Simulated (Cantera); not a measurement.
A counterflow diffusion flame at 0.474 atm, nozzles 20 mm apart: fuel side CO : H2 = 1 : 0.14 (molar parts) at 475 K, oxidiser side O2 : N2 = 0.25 : 0.75 (molar parts) at 625 K, fuel mass flux 1.1 times the oxidiser's; mixture-averaged transport, no radiation.

Detailed kinetics in Cantera: GRI-Mech 3.0 (53 species, 325 reactions). The maximum strain rate includes the flame's own expansion and is several times the mean.

x: mole fraction; the columns are a selection and need not sum to one.

| oxidiser flux (kg/m²/s) | max strain (1/s) | mean strain (1/s) | T max (K) | peak x OH | peak x H | peak x NO | peak x CO |
|---|---|---|---|---|---|---|---|
| 0.29 | 373 | 107 | 2011 | 0.00977 | 0.0175 | 8.34e-5 | 0.885 |
| 0.4 | 501 | 148 | 1956 | 0.00942 | 0.0194 | 6.51e-5 | 0.885 |
| 0.55 | 671 | 203 | 1902 | 0.00903 | 0.0214 | 5.26e-5 | 0.885 |
| 0.76 | 904 | 280 | 1845 | 0.00848 | 0.0234 | 4.33e-5 | 0.884 |
| 1.1 | [?] | 406 | 1777 | 0.00781 | 0.0256 | [?] | 0.884 |
| 1.5 | 1700 | 553 | 1718 | 0.00717 | 0.0272 | 2.85e-5 | 0.884 |
| 2 | 2230 | 738 | 1662 | 0.00657 | 0.0283 | 2.31e-5 | 0.883 |
| 2.8 | [?] | 1030 | 1590 | [?] | 0.0287 | [?] | 0.883 |
| 3.9 | 4130 | 1440 | 1506 | 0.00478 | 0.0274 | 1.08e-5 | 0.883 |

### Question
Some entries are withheld; supply them.

### Answer

- 1.1, max strain (1/s): 1270
- 1.1, peak x NO: 3.48e-5
- 2.8, max strain (1/s): 3040
- 2.8, peak x OH: 0.00576
- 2.8, peak x NO: 1.68e-5
